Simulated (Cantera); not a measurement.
An isothermal, constant-pressure homogeneous reactor starts with NH3 : N2 = 1 : 7.3 (molar parts), at 2075 K and 1.00 bar. Integrator tolerance rtol = 1e-08.

Detailed kinetics in Cantera: the gas-phase N/H chemistry of the illustrative SiF4/NH3 mechanism in the Surface Chemkin manual (1991). Walls and surfaces, which speed up NH3 decomposition in real reactors, are not modelled.

What does this change do: pressure from 1.00 bar to 0.0267 bar?


```tsv
quantity	before	after
x(NH3) at 1.00 s	1.28e-5 (gas-phase equilibrium 1.05e-6)	0.00987 (gas-phase equilibrium 2.71e-8)
x(N2H4) at 1.00 s	<1e-12 (gas-phase equilibrium <1e-12)	6.32e-11 (gas-phase equilibrium <1e-12)
x(N) at 1.00 s	2.84e-8 (gas-phase equilibrium 2.33e-9)	2.34e-6 (gas-phase equilibrium 1.43e-8)
x(H) at 1.00 s	0.00107 (gas-phase equilibrium 0.00107)	0.000483 (gas-phase equilibrium 0.00652)
x(NH2) at 1.00 s	2.55e-7 (gas-phase equilibrium 2.09e-8)	9.59e-5 (gas-phase equilibrium 3.34e-9)
x(N2) at 1.00 s	0.838 (gas-phase equilibrium 0.838)	0.842 (gas-phase equilibrium 0.836)
x(N2H2) at 1.00 s	1.78e-12 (gas-phase equilibrium <1e-12)	8.48e-8 (gas-phase equilibrium <1e-12)
```

What does this change do: pressure from 1.00 bar to 0.0133 bar?


| quantity | before | after |
|---|---|---|
| x(NH3) at 1.00 s | 1.28e-5 (gas-phase equilibrium 1.05e-6) | 0.0224 (gas-phase equilibrium 1.33e-8) |
| x(N2H4) at 1.00 s | <1e-12 (gas-phase equilibrium <1e-12) | 1.20e-10 (gas-phase equilibrium <1e-12) |
| x(N) at 1.00 s | 2.84e-8 (gas-phase equilibrium 2.33e-9) | 3.09e-6 (gas-phase equilibrium 2.02e-8) |
| x(H) at 1.00 s | 0.00107 (gas-phase equilibrium 0.00107) | 0.000370 (gas-phase equilibrium 0.00917) |
| x(NH2) at 1.00 s | 2.55e-7 (gas-phase equilibrium 2.09e-8) | 0.000187 (gas-phase equilibrium 2.34e-9) |
| x(N2) at 1.00 s | 0.838 (gas-phase equilibrium 0.838) | 0.846 (gas-phase equilibrium 0.835) |
| x(N2H2) at 1.00 s | 1.78e-12 (gas-phase equilibrium <1e-12) | 2.73e-7 (gas-phase equilibrium <1e-12) |
